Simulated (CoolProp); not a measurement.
Values from CoolProp's reference Helmholtz-energy equation of state, Platzer 1990. This equation is an older, rougher fit; its heat capacities, sound speeds and derivatives of the liquid may be far off and weren't checked against measurements.

Question: For CF4 (R14), give the phase and the density (kg/m³), viscosity (µPa s), conductivity (mW/(m K)) at -121.35 °C and 350 kPa.

Answer: 
- -121.35 °C and 350 kPa: liquid; density 1570, viscosity 208, conductivity 90.6

Viscosity comes from a separate model (Huber 2003), an estimate that may be off by 10 % or more. Thermal conductivity comes from a separate model (Huber 2003), an estimate that may be off by 10 % or more.
